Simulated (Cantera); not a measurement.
Mixture: 7.33 % CH4, 0.806 % H2, 19.3 % O2, 72.6 % N2, equivalence ratio 0.78, at 5.00 bar, adiabatic and at constant pressure. Ignition delay is the time to a rise of 400 K.

Computed with Cantera and GRI-Mech 3.0 (53 species, 325 reactions).

Problem. Predict: delay at 1125 K; delay at 1225 K; delay at 1325 K; delay at 1425 K; delay at 1525 K; delay at 1625 K; delay at 1725 K; apparent activation energy between 1525 and 1725 K.

Solution. 
```
Quantity                                                 Value
--------------------------------------------------  ----------
delay at 1125 K                                        5.91 ms
delay at 1225 K                                        2.27 ms
delay at 1325 K                                       0.890 ms
delay at 1425 K                                       0.358 ms
delay at 1525 K                                       0.152 ms
delay at 1625 K                                        69.8 µs
delay at 1725 K                                        35.0 µs
apparent activation energy between 1525 and 1725 K  160 kJ/mol
```
